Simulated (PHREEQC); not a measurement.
A PHREEQC input (ion-association model, phreeqc.dat):

```
SOLUTION 1
  temp 25
  units mg/L
  pH 6.98
  pe 11.9
  Na 3.61
  K 0.748
  Ca 6.19
  Mg 2.51
  Cl 7.68
  S(6) 11.3 as SO4
  Alkalinity 15.3 as HCO3
  Zn 0.0926
  B 0.21
  F 0.00247
  O(0) 0.461
  Cu(2) 0.0287
END
USE solution 1
EQUILIBRIUM_PHASES 1
  Gypsu 0 0
  CO2(g) -3.4 10
END
```

It stops with these messages:

```
ERROR: Phase not found in database, Gypsu.
ERROR: Calculations terminating due to input errors.
```

The fault: the phase Gypsum misspelt. The line should read `Gypsum` where the input has `Gypsu`. With the mend the run ends at pH 7.60 and ionic strength 0.00106 mol/kgw.
